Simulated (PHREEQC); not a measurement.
A solution holds 0.76 mol HNO3, 0.11 mol CuSO4 and 0.02 mol KCl per kg of water, at 20 °C. Closed to the air; pH follows from the charge balance.

Computed with PHREEQC (ion-association model, phreeqc.dat).

Problem. The ionic strength comes out as 1.01 mol/kgw. What activity coefficients do K+, NO3-, CuCl+, SO4-2, Cl- get?

Solution. K+ 0.60, NO3- 0.55, CuCl+ 0.60, SO4-2 0.16, Cl- 0.61.

No solid was allowed to form. The ionic strength is past about 0.7 mol/kgw, beyond the range of this activity model, so the values are rough.
